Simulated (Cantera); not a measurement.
A closed system holds: 1 mol CS₂, 1.5 mol O₂, 0.047 mol SO₂, equilibrated at 698 K and 80.0 Pa.

These are equilibrium values from Cantera (NASA tables, ideal gas, pure condensed phases), not measurements of a reactor. Candidate condensed phases: C, S; 22 gas species. Gases not in the tables: S₃ to S₇. The numbers say what is thermodynamically allowed, not how fast it happens.

Base state: CO₂ 0.435, S₂ 0.325, SO₂ 0.237, S₂O 0.00252, COS 0.000325, CO 4.12e-5 (mole fractions); condensed: gas only.

Question: What changes in the equilibrium state with this change: O₂ from 1.5 to 0.11 mol?

Answer: 
```
species    before    after
-------  --------  -------
CS₂       5.81e-8    0.587
COS      0.000325    0.196
S₂          0.325    0.168
CO₂         0.435   0.0156
SO₂         0.237    <1e-9
CO        4.12e-5   0.0345
S₂O       0.00252  5.58e-8
```

Question: What changes in the equilibrium state with this change: O₂ from 1.5 to 0.037 mol?

Answer: 
| species | before | after |
|---|---|---|
| CS₂ | 5.81e-8 | 0.746 |
| COS | 0.000325 | 0.116 |
| S₂ | 0.325 | 0.109 |
| CO₂ | 0.435 | 0.00430 |
| SO₂ | 0.237 | <1e-9 |
| CO | 4.12e-5 | 0.0254 |
| S₂O | 0.00252 | 1.35e-8 |
